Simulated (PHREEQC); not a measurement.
0.41 g of hydrous ferric oxide (600 m²/g; 0.2 weak and 0.005 strong sites per Fe, Dzombak-Morel constants, diffuse double layer) in 1 kg of water with 0.1 mol/kgw of an inert sodium salt, at 25 °C; the pH is set by adding NaOH or the inert anion's acid. Oxygen alone is held at its pressure in air (log pO2 = -0.68). No CO2 enters from the air. No solid was allowed to form.

Equilibrium calculation in PHREEQC: ion-association model, wateq4f.dat.

```tsv
pH	surface charge σ (C/m²)	surface potential ψ (mV)
4	0.321	146
4.5	0.273	138
5	0.215	126
5.5	0.159	111
6	0.111	93
6.5	0.074	74
7	0.045	52
7.5	0.022	29
8	0.004	5
8.5	-0.014	-19
9	-0.034	-42
9.5	-0.060	-65
10	-0.094	-85
10.5	-0.137	-103
11	-0.190	-120
11.5	-0.250	-133
12	-0.307	-141
```

Species that the database lacks are ignored.
